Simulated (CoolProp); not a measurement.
Carbon dioxide at 298.15 K and 0.838 MPa is throttled through a valve to 0.127 MPa with no heat exchange. Each further row changes one setting.

The numbers come from the reference Helmholtz-energy equation of state, Span 1996 in CoolProp.

```
case                        temperature change (K)  final density (kg/m³)
--------------------------  ----------------------  ---------------------
as stated                                      [?]                    [?]
outlet pressure 0.0381 MPa                     [?]                  0.699
outlet pressure 0.165 MPa                     -7.6                    [?]
```

### Question
What belongs in the gaps?

### Answer

- as stated, temperature change (K): -8.1
- as stated, final density (kg/m³): 2.33
- outlet pressure 0.0381 MPa, temperature change (K): -9.1
- outlet pressure 0.165 MPa, final density (kg/m³): 3.03
